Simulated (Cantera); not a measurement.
A perfectly stirred reactor is fed with NH3 : H2 = 1 : 3.1 (molar parts), at 0.0730 bar; it is held at 2148 K, and followed from long to short residence time.

Cantera simulation using the gas-phase N/H chemistry of the illustrative SiF4/NH3 mechanism in the Surface Chemkin manual (1991); the numbers are that mechanism's predictions, not measurements. Walls and surfaces, which speed up NH3 decomposition in real reactors, are not modelled.

x: mole fraction; the columns are a selection and need not sum to one.

```csv
τ (s),x NH3,x H2,x N2,x N2H4,x N,x H,x NH2
7.7,0.000759,0.891,0.0972,8.50e-12,7.36e-6,0.0107,2.79e-5
2.8,(withheld),0.894,0.0961,6.50e-11,(withheld),(withheld),(withheld)
1.0,(withheld),0.888,0.0900,3.94e-10,(withheld),(withheld),(withheld)
0.36,0.0534,0.868,0.0763,1.41e-9,3.02e-6,0.00191,0.000358
0.13,0.109,0.835,0.0540,3.59e-9,2.87e-6,0.00144,0.000570
0.048,0.168,0.800,0.0302,6.32e-9,2.75e-6,0.00118,0.000756
0.017,0.211,0.774,0.0129,8.32e-9,2.59e-6,0.00105,0.000867
0.0062,0.231,0.762,0.00457,8.67e-9,2.28e-6,0.000958,0.000885
0.0023,0.240,0.757,0.00126,7.18e-9,1.61e-6,0.000836,0.000805
0.00082,0.243,0.756,0.000161,3.47e-9,5.41e-7,0.000572,0.000559
```

### Question
Some entries are withheld; supply them.

### Answer

- 2.8, x NH3: 0.00412
- 2.8, x N: 5.21e-6
- 2.8, x H: 0.00548
- 2.8, x NH2: 7.69e-5
- 1.0, x NH3: 0.0194
- 1.0, x N: 3.43e-6
- 1.0, x H: 0.00283
- 1.0, x NH2: 0.000189
